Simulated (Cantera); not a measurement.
A Cantera script and what it prints.

```python
import numpy as np
import cantera as ct

gas_names = """
    AL ALH ALO ALOH ALO2 ALO2H AL2 AL2O AL2O2 H HALO HO2 H2 H2O H2O2 O OH O2 O3
""".split()
cond_names = """
    AL(cr) AL(L) AL2O3(a) AL2O3(L) H2O(s) H2O(L)
""".split()


# ... load() reads the species with a 1 bar reference pressure and builds the phases ...
atoms = {
    'Al': {'AL': 1},
    'O2': {'O': 2},
    'H2': {'H': 2},
}
top_T = {}  # K; cautious upper limits of use, not melting points


# ... equilibrate(T, P, feed) seeds the gas with the atoms and calls Mixture.equilibrate('TP', solver="vcs", rtol=1e-11, max_steps=5000) ...
results = []
feed = {'Al': 1, 'O2': 0.023, 'H2': 3}  # mol
T = 1523  # K
P = 100000  # Pa
mix = equilibrate(T, P, feed)
results.append((T, P, feed, dict(zip(mix.species_names, mix.species_moles))))
print(gas.report(threshold=0.001))
for i in range(1, mix.n_phases):
    print(f"{mix.phase(i).name:16s} {mix.phase_moles(i):12.5e} mol")
```

It prints:

```
       temperature   1523 K
          pressure   1e+05 Pa
           density   0.015936 kg/m^3
  mean mol. weight   2.018 kg/kmol
   phase of matter   gas

                          1 kg             1 kmol
                     ---------------   ---------------
          enthalpy        1.8381e+07        3.7094e+07  J
   internal energy        1.2106e+07        2.4431e+07  J
           entropy             88899         1.794e+05  J/K
    Gibbs function       -1.1701e+08       -2.3613e+08  J
 heat capacity c_p             16081             32451  J/K
 heat capacity c_v             11961             24136  J/K

                      mass frac. Y      mole frac. X     chem. pot. / RT
                     ---------------   ---------------   ---------------
                H2           0.99893           0.99992           -18.647
     [  +18 minor]         0.0010719        7.8212e-05

AL(L)             9.69153e-01 mol
AL2O3(a)          1.53186e-02 mol
```

Cantera equilibrium calculation (NASA polynomials, part measured and part estimated; ideal gas, pure solids and liquids). Mutual solubility and eutectic melting of coexisting phases are not modelled.
